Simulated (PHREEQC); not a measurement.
Synthetic water in mg/kgw, 20 °C, pH 7.84:

```json
[
 {"constituent": "Na", "mg/kgw": "1500"},
 {"constituent": "K", "mg/kgw": "3.47"},
 {"constituent": "Ca", "mg/kgw": "105"},
 {"constituent": "Mg", "mg/kgw": "128"},
 {"constituent": "Cl", "mg/kgw": "2630"},
 {"constituent": "S(6) as SO4", "mg/kgw": "410"},
 {"constituent": "Alkalinity as HCO3", "mg/kgw": "1.22"},
 {"constituent": "Br", "mg/kgw": "9.26"}
]
```

Valence states are taken as typed.

Computed with PHREEQC (Pitzer model, pitzer.dat).

```yaml
ionic_strength: 0.0941 mol/kgw
specific_conductance: 7620 µS/cm
density: 1.002 g/cm³
osmotic_coefficient: 0.916
charge_balance_error: -1.1 %
```

```csv
species,molality,activity,log γ
Cl-,0.0742,0.0573,-0.112
Na+,0.0653,0.0517,-0.101
Mg+2,0.00527,0.00201,-0.419
SO4-2,0.00427,0.00127,-0.527
Ca+2,0.00262,0.000945,-0.443
Br-,0.000116,9.01e-5,-0.110
K+,8.88e-5,6.93e-5,-0.108
```

Precipitation was switched off in this run. Species that the database lacks are ignored.
